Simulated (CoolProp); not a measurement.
Model: reference Helmholtz-energy equation of state, Kamei 1995, in CoolProp.

**Question.** Give the vapour pressure (kPa), liquid density (kg/m³), vapour density (kg/m³), liquid cp (kJ/(kg K)) of saturated R22 at 230.3, 249.7, 278.7 K.

**Answer.** 
```csv
T (K),p (kPa),liquid density (kg/m³),vapour density (kg/m³),liquid cp (kJ/(kg K))
230.3,92.0,1420,4.30,1.09
249.7,214,1360,9.50,1.12
278.7,594,1260,25.2,1.19
```
